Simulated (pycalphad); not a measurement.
**Phase fractions of Si-0.4Cu (at.%)**

Source of the numbers: pycalphad with the COST 507 light-alloy database (1999); pressure 1 atm. The database dates from 1999; later assessments differ in places, in temperatures and in the compounds included. Amounts are mole fractions of atoms. Diffusion is slow at the low end, where real alloys seldom reach equilibrium.

```tsv
T (°C)	LIQUID	DIAMOND_A4	CU19SI6_ETA
1417	1.000	-	-
1337	0.030	0.970	-
1257	0.016	0.984	-
1177	0.011	0.989	-
1097	0.009	0.991	-
1017	0.007	0.993	-
937	0.006	0.994	-
857	0.006	0.994	-
777	-	0.995	0.005
697	-	0.995	0.005
617	-	0.995	0.005
537	-	0.995	0.005
457	-	0.995	0.005
377	-	0.995	0.005
297	-	0.995	0.005
```

Database names, with the compositions (at.%) that they take in these runs: CU19SI6_ETA: Cu 76 Si 24. DIAMOND_A4 is diamond (Si).
